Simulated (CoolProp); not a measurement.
Vapour-liquid equilibrium of nitrogen (1) + carbon monoxide (2) at 1.62 MPa; x and y are mole fractions of (1).

The numbers come from the multi-fluid Helmholtz-energy mixture model, Span 2000 and Lemmon 2006; pair parameters Gernert 2013 in CoolProp.

```csv
x,bubble temperature (K),y at the bubble point,dew temperature at overall composition x (K),liquid density (mol/L)
0.05,116.9,0.061,117.0,21.33
0.125,116.4,0.150,116.5,21.37
0.2,115.9,0.236,116.1,21.40
0.275,115.4,0.319,115.7,21.43
0.35,114.9,0.399,115.2,21.46
0.425,114.5,0.475,114.8,21.48
0.5,114.1,0.549,114.4,21.51
0.575,113.7,0.621,113.9,21.53
0.65,113.3,0.691,113.5,21.56
0.725,112.9,0.759,113.1,21.58
0.8,112.6,0.825,112.7,21.60
0.875,112.2,0.891,112.3,21.63
0.95,111.9,0.956,112.0,21.66
```

No azeotrope shows between x = 0.05 and 0.95.

Pair parameters are fitted to limited data, so mixtures are less certain than the pure fluids.
